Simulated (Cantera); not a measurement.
Input: 1 mol Si3H8, 0.03 mol HCl, 250 mol N2, held at 1148.15 K and 10.0 Torr.

These are equilibrium values from Cantera (NASA tables, ideal gas, pure condensed phases), not measurements of a reactor. Candidate condensed phases: NH4Cl, Si, Si3N4; 28 gas species. The feed counts by its element totals alone. N2 is the only nitrogen source here; it is nearly inert below about 1500 K, so the nitride shown seldom forms there in practice. Kinetics and transport are ignored.

Base state: N2 0.984, H2 0.0159, HCl 0.000119 (mole fractions); condensed: Si3N4(s).

### Question
What changes in the equilibrium state with this change: Si3H8 replaced by SiCl4?

### Answer
```csv
species,before,after
N2,0.984,0.996
SiCl4,<1e-9,0.00398
HCl,0.000119,0.000120
H2,0.0159,<1e-9
"Si3N4(s), mol",1.00,0
```
